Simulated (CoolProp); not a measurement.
CH3F (R41) along the isobar 52 bar: Z from the reference equation and from simpler models built on Tc = 317.3 K, pc = 59.06 bar, ω = 0.200; each cubic takes its own stable root.

The numbers come from the reference Helmholtz-energy equation of state, Lemmon 2006 in CoolProp. It is a short technical equation, of lower accuracy than the large ones.

```tsv
T (K)	phase	reference
315.3	gas	0.4935
329	gas	0.6208
342.7	gas	0.6919
356.4	gas	0.7419
370.1	gas	0.7799
383.9	gas	0.8103
397.6	gas	0.8349
411.3	gas	0.8554
425	gas	0.8727
```

How far does each simpler model (Pitzer virial, van der Waals, Peng-Robinson) lie from the reference over these 9 states: mean and median of the absolute difference, and the worst?


- Pitzer virial: mean 10.3 %, median 5.3 %, worst +39.7 % at 315.3 K and 52 bar
- van der Waals: mean 4.5 %, median 1.3 %, worst +21.3 % at 315.3 K and 52 bar
- Peng-Robinson: mean 1.6 %, median 0.8 %, worst +6.4 % at 315.3 K and 52 bar
